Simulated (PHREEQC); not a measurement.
0.011 g of hydrous ferric oxide (600 m²/g; 0.2 weak and 0.005 strong sites per Fe, Dzombak-Morel constants, diffuse double layer) in 1 kg of water with 0.3 mol/kgw of an inert sodium salt, at 25 °C; the pH is set by adding NaOH or the inert anion's acid. O2 is buffered at 0.21 atm. No CO2 enters from the air. No solid was allowed to form.

Base run: PHREEQC, ion-association model, wateq4f.dat. Each further column changes one thing. The table gives surface charge σ (C/m²).

| pH | base | background salt from 0.3 to 0.03 mol/kgw | oxide from 0.011 to 0.055 g/kgw | 1.2e-05 mol/kgw BaCl2 added |
|---|---|---|---|---|
| 3 | 0.368 | 0.350 | 0.368 | 0.368 |
| 4.33 | 0.331 | 0.232 | 0.331 | 0.331 |
| 5.67 | 0.191 | 0.097 | 0.191 | 0.191 |
| 7 | 0.066 | 0.028 | 0.066 | 0.066 |
| 8.33 | -0.012 | -0.005 | -0.012 | -0.009 |
| 9.67 | -0.101 | -0.045 | -0.101 | -0.093 |
| 11 | -0.244 | -0.137 | -0.244 | -0.189 |

The oxide is taken as insoluble; below pH 4 it would dissolve.
